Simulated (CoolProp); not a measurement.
Values from CoolProp's reference Helmholtz-energy equation of state, Thol 2017.

**Question.** For octamethyltrisiloxane (MDM), give the phase and the cp (kJ/(kg K)), cv (kJ/(kg K)), fugacity coefficient at 91.75 °C and 19.2 bar.

**Answer.** 
- 91.75 °C and 19.2 bar: liquid; cp 1.94, cv 1.63, fugacity coefficient 0.00912
